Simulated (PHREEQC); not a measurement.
A made-up water analysis in mg/L, 25 °C, pH 5.73, pe 8.5: Na 2.37; K 0.00292; Ca 0.707; Mg 0.114; Cl 0.399; S(6) as SO4 3.24; Alkalinity as HCO3 3.94; Si as SiO2 0.125; Cu(2) 0.00198; Zn 0.00695; Pb 0.0287; B 0.00355; Li 0.000155.

Valence states are taken as typed.

The numbers come from PHREEQC with the ion-association model, wateq4f.dat.

Each row changes one thing in this solution. Precipitation was switched off in this run.

```
case                                        CO2 (mol/kgw)  HCO3- (mol/kgw)  CaSO4 (mol/kgw)  MgSO4 (mol/kgw)  NaSO4- (mol/kgw)  CaHCO3+ (mol/kgw)  SI of Quartz (SiO2)  SI of Cerrusite (PbCO3)
------------------------------------------  -------------  ---------------  ---------------  ---------------  ----------------  -----------------  -------------------  -----------------------
as made                                          0.000274          6.64e-5          1.03e-7          3.21e-8           1.62e-8            1.39e-8                -1.70                    -2.58
pH from 5.73 to 5.5 at the same alkalinity       0.000474          6.77e-5          1.03e-7          3.21e-8           1.62e-8            1.42e-8                -1.70                    -2.80
Na from 2.37 to 4.74 mg/L                             ___          6.64e-5          1.01e-7          3.16e-8           3.22e-8            1.38e-8                -1.70                    -2.59
Alkalinity from 3.94 to 7.88 mg/L                     ___         0.000131          1.02e-7          3.18e-8           1.62e-8            2.73e-8                -1.70                    -2.32
```

Question: What belongs in the gaps?

Answer: 
- Na from 2.37 to 4.74 mg/L, CO2 (mol/kgw): 0.000273
- Alkalinity from 3.94 to 7.88 mg/L, CO2 (mol/kgw): 0.000539

Complexes and solids missing from the database can't appear.
